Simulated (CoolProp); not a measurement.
Computed with CoolProp (reference Helmholtz-energy equation of state, Span 2003). It is a short technical equation, of lower accuracy than the large ones.

Task: Give the vapour pressure (MPa), liquid density (kg/m³), enthalpy of vaporisation (kJ/kg), liquid cp (kJ/(kg K)) of saturated n-heptane at 140.65, 164.05 °C.

Result: 
```tsv
T (°C)	p (MPa)	liquid density (kg/m³)	enthalpy of vaporisation (kJ/kg)	liquid cp (kJ/(kg K))
140.65	0.303	571	283	2.77
164.05	0.502	545	262	2.91
```
